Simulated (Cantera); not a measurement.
Cantera run, input and output.

```python
import numpy as np
import cantera as ct

gas = ct.Solution("gri30.yaml")
gas.TPX = 750, 170000, {'CH4': 1, 'C2H6': 0.14, 'O2': 4.08, 'N2': 32.2, 'H2O': 1}
inlet = ct.Reservoir(gas, clone=True)
gas.equilibrate("HP")  # start burning
reactor = ct.IdealGasConstPressureReactor(gas, energy="on", clone=False)
exhaust = ct.Reservoir(gas, clone=True)
tau = [0.21, 0.11, 0.054, 0.027, 0.014, 0.0068, 0.0034, 0.0017, 0.00086, 0.00043, 0.00022, 0.00011, 5.4e-05][0]
for a, b in ((inlet, reactor), (reactor, exhaust)):
    ct.MassFlowController(a, b, mdot=lambda t: reactor.mass / tau)
net = ct.ReactorNet([reactor])
show = ['CH4', 'C2H6', 'O2', 'CO', 'N2O', 'C2H2']

rows = []
print(f"{'tau/s':>10s}{'T/K':>9s}" + "".join(f"{s:>11s}" for s in show))
for tau in [0.21, 0.11, 0.054, 0.027, 0.014, 0.0068, 0.0034, 0.0017, 0.00086, 0.00043, 0.00022, 0.00011, 5.4e-05]:
    net.initial_time = 0.0
    net.advance(30 * tau)
    before = gas.X
    net.advance(40 * tau)
    drift = np.max(np.abs(gas.X - before) / (gas.X + 1e-9))
    rows.append([gas.T, *gas[show].X, drift])
    print(f"{tau:10.3e}{gas.T:9.1f}" + "".join(f"{x:11.3e}" for x in gas[show].X))
```

It prints:

```
     tau/s      T/K        CH4       C2H6         O2         CO        N2O       C2H2
 2.100e-01   1491.8  9.848e-06  3.593e-07  4.135e-02  1.461e-04  8.469e-07  5.975e-07
 1.100e-01   1490.6  1.501e-05  5.543e-07  4.140e-02  2.293e-04  9.808e-07  7.250e-07
 5.400e-02   1488.5  2.396e-05  8.906e-07  4.148e-02  3.772e-04  1.048e-06  8.716e-07
 2.700e-02   1485.4  3.801e-05  1.413e-06  4.163e-02  6.144e-04  1.022e-06  1.011e-06
 1.400e-02   1480.8  5.947e-05  2.198e-06  4.185e-02  9.794e-04  9.332e-07  1.128e-06
 6.800e-03   1472.7  9.935e-05  3.627e-06  4.229e-02  1.649e-03  7.973e-07  1.231e-06
 3.400e-03   1459.7  1.697e-04  6.092e-06  4.303e-02  2.761e-03  6.511e-07  1.315e-06
 1.700e-03   1436.3  3.233e-04  1.138e-05  4.453e-02  4.836e-03  4.904e-07  1.474e-06
 8.600e-04    750.0  2.603e-02  3.644e-03  1.062e-01 -7.068e-17 -2.302e-21 -8.877e-20
 4.300e-04    750.0  2.603e-02  3.644e-03  1.062e-01  4.668e-22  9.918e-24  4.695e-25
 2.200e-04    750.0  2.603e-02  3.644e-03  1.062e-01  1.260e-23  3.008e-24 -2.990e-30
 1.100e-04    750.0  2.603e-02  3.644e-03  1.062e-01  1.603e-24  9.733e-25  2.000e-31
 5.400e-05    750.0  2.603e-02  3.644e-03  1.062e-01  1.878e-25  3.442e-25  1.641e-32
```

Cantera simulation using GRI-Mech 3.0 (53 species, 325 reactions); the numbers are that mechanism's predictions, not measurements.
